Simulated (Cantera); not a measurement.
Input: 1 mol SiHCl3, 0.54 mol NH3, 100 mol H2, equilibrated at 900 K and 11.0 Pa.

Method: chemical equilibrium by Gibbs-energy minimisation in Cantera with the NASA 1993 tables (ideal gas, pure condensed phases). Candidate condensed phases: NH4Cl, Si, Si3N4; 28 gas species. The tables' values for SiCl3 are old estimates; treat these amounts as uncertain. Equilibrium is a limit: real reactors are often held back by kinetics, nucleation or transport.

Base state: H2 0.979, HCl 0.0177, SiCl4 0.00229, SiCl2 0.000434, SiHCl3 0.000361, SiCl3 0.000145 (mole fractions); condensed: Si(s) + Si3N4(s).

Question: What changes in the equilibrium state with this change: NH3 from 0.54 to 2 mol?

Answer: 
```tsv
species	before	after
H2	0.979	0.968
HCl	0.0177	0.0285
N2	1.01e-9	0.00317
SiCl4	0.00229	7.36e-7
SiCl2	0.000434	5.32e-8
SiHCl3	0.000361	7.11e-8
SiCl3	0.000145	2.87e-8
Si(s), mol	0.263	0
Si3N4(s), mol	0.135	0.333
```
